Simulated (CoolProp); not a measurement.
The fluid at 395.35 K and 0.969 MPa expands adiabatically to 0.0693 MPa with isentropic efficiency 0.9. The same conditions are run with several fluids, on thermodynamics alone (safety and materials aside).

The numbers come from the reference Helmholtz-energy equation of state of each fluid (R114: Platzer 1990; trans-2-butene: Lemmon 2005; chloromethane (R40): Thol 2014; ethane: Bücker 2006; R22: Kamei 1995) in CoolProp. The equations of Platzer and Polt are older, rougher fits.

```tsv
fluid	work (kJ/kg)	final temperature (K)	final density (kg/m³)
R114	39.2	333.5	4.34
trans-2-butene	___	317.9	___
chloromethane (R40)	115	246.0	1.75
ethane	212	279.2	___
R22	72.9	281.6	___
```

Task: Some entries are withheld; supply them.

Result: 
- trans-2-butene, work (kJ/kg): 117
- trans-2-butene, final density (kg/m³): 1.50
- ethane, final density (kg/m³): 0.903
- R22, final density (kg/m³): 2.59
